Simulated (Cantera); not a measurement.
Gas mixture: 36.6 % C3H8, 30.3 % CH3OH, 29.9 % H2O, 3.21 % N2, at 4.93 atm, frozen composition.

Cantera's kinetic-theory transport with the Lennard-Jones parameters of GRI-Mech 3.0, ideal gas; thermal conductivity in the multicomponent form. Polar gases are described roughly by these parameters. The composition is frozen, though it would react at the higher temperatures.

D: mixture-averaged diffusion coefficient of that species in the mixture.

```csv
T (K),ρ (kg/m³),cp (J/kg/K),μ (µPa s),λ (mW/m/K),Pr,D (cm²/s) OH,D (cm²/s) CH3,D (cm²/s) H2O
400,4.83,1905,12.5,___,0.746,0.0803,0.0566,0.0474
600,3.22,2468,18.3,___,0.767,0.165,0.119,0.105
800,2.42,2908,23.6,___,0.779,0.271,0.198,0.181
1000,1.93,3252,28.5,___,0.786,0.397,0.291,0.273
1200,1.61,3501,32.9,___,0.789,0.540,0.398,0.379
1400,1.38,3708,37.0,___,0.792,0.700,0.517,0.499
```

Question: Fill in the missing entries.

Answer: 
- 400, λ (mW/m/K): 31.9
- 600, λ (mW/m/K): 59.1
- 800, λ (mW/m/K): 88.3
- 1000, λ (mW/m/K): 118
- 1200, λ (mW/m/K): 146
- 1400, λ (mW/m/K): 174
